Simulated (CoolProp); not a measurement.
Computed with CoolProp (reference Helmholtz-energy equation of state, Lemmon 2003). It is a pseudo-pure fit of the blend.

Task: For R410A, give the phase and the density (kg/m³), speed of sound (m/s) at 500 K and 245 bar.

Result: 
- 500 K and 245 bar: supercritical; density 529, speed of sound 288
